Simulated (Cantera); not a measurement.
What does this Cantera script print?

```python
import numpy as np
import cantera as ct

gas_names = """
    Br Br2 H HBr HO2 H2 H2O H2O2 Mg MgBr MgBr2 MgH MgO MgOH MgO2H2 Mg2 O OH O2 O3
""".split()
cond_names = """
    Br2(cr) Br2(L) H2O(s) H2O(L) Mg(cr) Mg(L) MgBr2(s) MgBr2(L) MgO(s) MgO(L) MgO2H2(s)
""".split()


# ... load() reads the species with a 1 bar reference pressure and builds the phases ...
atoms = {
    'MgO': {'Mg': 1, 'O': 1},
    'Br2': {'Br': 2},
    'H2': {'H': 2},
}
top_T = {}  # K; cautious upper limits of use, not melting points


# ... equilibrate(T, P, feed) seeds the gas with the atoms and calls Mixture.equilibrate('TP', solver="vcs", rtol=1e-11, max_steps=5000) ...
results = []
feed = {'MgO': 1, 'Br2': 0.38, 'H2': 7}  # mol
T = 1248.15  # K
P = 1000  # Pa
mix = equilibrate(T, P, feed)
results.append((T, P, feed, dict(zip(mix.species_names, mix.species_moles))))
print(gas.report(threshold=1e-06))
for i in range(1, mix.n_phases):
    print(f"{mix.phase(i).name:16s} {mix.phase_moles(i):12.5e} mol")
```

Result:

```
       temperature   1248.2 K
          pressure   1000 Pa
           density   0.0010025 kg/m^3
  mean mol. weight   10.404 kg/kmol
   phase of matter   gas

                          1 kg             1 kmol
                     ---------------   ---------------
          enthalpy           2.1e+06        2.1848e+07  J
   internal energy        1.1025e+06        1.1471e+07  J
           entropy             21395        2.2259e+05  J/K
    Gibbs function       -2.4604e+07       -2.5598e+08  J
 heat capacity c_p            3056.3             31797  J/K
 heat capacity c_v            2257.1             23483  J/K

                      mass frac. Y      mole frac. X     chem. pot. / RT
                     ---------------   ---------------   ---------------
                Br         0.0010742        0.00013987           -25.435
                 H        4.2965e-07        4.4346e-06           -11.399
               HBr           0.69788          0.089736           -36.834
                H2           0.17382           0.89702           -22.798
               H2O           0.01134          0.006549           -58.538
             MgBr2           0.11588         0.0065482           -79.922
     [  +14 minor]        8.7781e-06         8.519e-07

Br2(L)            0.00000e+00 mol
Mg(L)             0.00000e+00 mol
MgBr2(L)          0.00000e+00 mol
MgO(s)            9.51665e-01 mol
```

These are equilibrium values from Cantera (NASA tables, ideal gas, pure condensed phases), not measurements of a reactor.
